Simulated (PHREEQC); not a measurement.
Make-up at 25 °C: 0.13 mol HF, 0.0053 mol (NH4)2SiF6 and 0.0011 mol H3PO4 per kg of water. Closed to the air; pH follows from the charge balance.

Model: ion-association model, phreeqc.dat, run in PHREEQC.

This is a speciation only: nothing precipitates in the calculation.

Task: Order these F species by the share of F that they hold, largest first: F-, HF, SiF6-2, HF2-.

Result: HF (71 %), SiF6-2 (20 %), F- (5.1 %), HF2- (4.5 %)

The pH is 1.96 and the ionic strength 0.0283 mol/kgw. SiF6-2 is the database's only silicon fluoride.
